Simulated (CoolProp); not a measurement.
Vapour-liquid equilibrium of propane (1) + isohexane (2) at 0.018 MPa; x and y are mole fractions of (1).

Computed with CoolProp (multi-fluid Helmholtz-energy mixture model, Lemmon 2009 and Lemmon 2006; pair parameters Bell 2016).

```json
[
 {"x": "0.05", "bubble temperature (K)": "256.6", "y at the bubble point": "0.807", "dew temperature at overall composition x (K)": "286.6", "liquid density (mol/L)": "8.119"},
 {"x": "0.125", "bubble temperature (K)": "236.1", "y at the bubble point": "0.953", "dew temperature at overall composition x (K)": "284.8", "liquid density (mol/L)": "8.600"},
 {"x": "0.2", "bubble temperature (K)": "225.9", "y at the bubble point": "0.980", "dew temperature at overall composition x (K)": "282.9", "liquid density (mol/L)": "8.998"},
 {"x": "0.275", "bubble temperature (K)": "219.6", "y at the bubble point": "0.989", "dew temperature at overall composition x (K)": "280.9", "liquid density (mol/L)": "9.378"},
 {"x": "0.35", "bubble temperature (K)": "215.1", "y at the bubble point": "0.993", "dew temperature at overall composition x (K)": "278.7", "liquid density (mol/L)": "9.760"},
 {"x": "0.425", "bubble temperature (K)": "211.7", "y at the bubble point": "0.996", "dew temperature at overall composition x (K)": "276.2", "liquid density (mol/L)": "10.15"},
 {"x": "0.5", "bubble temperature (K)": "209.0", "y at the bubble point": "0.997", "dew temperature at overall composition x (K)": "273.5", "liquid density (mol/L)": "10.56"},
 {"x": "0.575", "bubble temperature (K)": "206.7", "y at the bubble point": "0.998", "dew temperature at overall composition x (K)": "270.4", "liquid density (mol/L)": "10.99"},
 {"x": "0.65", "bubble temperature (K)": "204.8", "y at the bubble point": "0.999", "dew temperature at overall composition x (K)": "266.8", "liquid density (mol/L)": "11.45"},
 {"x": "0.725", "bubble temperature (K)": "203.1", "y at the bubble point": "0.999", "dew temperature at overall composition x (K)": "262.6", "liquid density (mol/L)": "11.93"},
 {"x": "0.8", "bubble temperature (K)": "201.6", "y at the bubble point": "0.999", "dew temperature at overall composition x (K)": "257.2", "liquid density (mol/L)": "12.45"},
 {"x": "0.875", "bubble temperature (K)": "200.2", "y at the bubble point": "1.000", "dew temperature at overall composition x (K)": "249.8", "liquid density (mol/L)": "13.00"},
 {"x": "0.95", "bubble temperature (K)": "199.0", "y at the bubble point": "1.000", "dew temperature at overall composition x (K)": "236.9", "liquid density (mol/L)": "13.59"}
]
```

No azeotrope shows between x = 0.05 and 0.95.

Pair parameters are fitted to limited data, so mixtures are less certain than the pure fluids.
